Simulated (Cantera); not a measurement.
# Gas-phase reforming

A perfectly stirred reactor is fed with 64.5 % CH4, 35.5 % H2O, at 410000 Pa; it is held at 1475 K, and followed from long to short residence time.

Detailed kinetics in Cantera: GRI-Mech 3.0 (53 species, 325 reactions). GRI-Mech 3.0 stops at C3 and has no aromatics, soot or wall deposition, so with more carbon than oxygen in the feed, carbon stays in small species such as C2H2 where larger ones or solid carbon would form.

| τ (s) | x CH4 | x H2O | x CH2 | x C2H2 | x CH2CO | x CO2 |
|---|---|---|---|---|---|---|
| 2.7 | 0.277 | 0.235 | 1.02e-9 | 0.0612 | 1.23e-5 | 0.00640 |
| 1.4 | 0.290 | 0.257 | 1.13e-9 | 0.0664 | 1.46e-5 | 0.00400 |
| 0.71 | 0.315 | 0.275 | 1.18e-9 | 0.0672 | 1.59e-5 | 0.00201 |
| 0.37 | 0.358 | 0.291 | 1.15e-9 | 0.0622 | 1.57e-5 | 0.000827 |
| 0.19 | 0.420 | 0.308 | 1.09e-9 | 0.0510 | 1.41e-5 | 0.000269 |
| 0.097 | 0.487 | 0.323 | 1.03e-9 | 0.0363 | 1.14e-5 | 7.32e-5 |
| 0.050 | 0.543 | 0.335 | 9.79e-10 | 0.0223 | 7.83e-6 | 1.79e-5 |
| 0.026 | 0.584 | 0.344 | 9.34e-10 | 0.0115 | 4.32e-6 | 4.01e-6 |
| 0.013 | 0.613 | 0.350 | 8.85e-10 | 0.00441 | 1.61e-6 | 7.58e-7 |
| 0.0069 | 0.628 | 0.353 | 8.18e-10 | 0.00141 | 4.28e-7 | 1.51e-7 |
x: mole fraction; the columns are a selection and need not sum to one.
